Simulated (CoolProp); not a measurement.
Computed with CoolProp (reference Helmholtz-energy equation of state, Lemmon 2006). It is a short technical equation, of lower accuracy than the large ones.

### Question
Give the vapour pressure (kPa), vapour Z, liquid viscosity (µPa s) of saturated R141b at 350, 396.6, 408.3 K.

### Answer
```tsv
T (K)	p (kPa)	vapour Z	liquid viscosity (µPa s)
350	389	0.904	237
396.6	1110	0.804	151
408.3	1380	0.771	135
```

Viscosity comes from a separate model (Huber 2003), an estimate that may be off by 10 % or more.
